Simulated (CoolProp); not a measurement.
The fluid at 771.28 K and 0.141 MPa (gas) is heated at constant pressure to 885.9 K. The same conditions are run with several fluids, on thermodynamics alone (safety and materials aside).

Values from CoolProp's reference Helmholtz-energy equation of state of each fluid (carbon dioxide: Span 1996; water: Wagner 2002; oxygen: Schmidt 1985; dry air: Lemmon 2000; nitrogen: Span 2000). Blends and air are pseudo-pure fits.

Problem. Rank carbon dioxide, water, oxygen, dry air, nitrogen by heat (kJ/kg), highest first.

Solution. water (249), carbon dioxide (135), nitrogen (129), dry air (127), oxygen (122)

```tsv
fluid	final density (kg/m³)
carbon dioxide	0.842
water	0.345
oxygen	0.612
dry air	0.554
nitrogen	0.536
```

Above 300 K oxygen's equation is extrapolated.
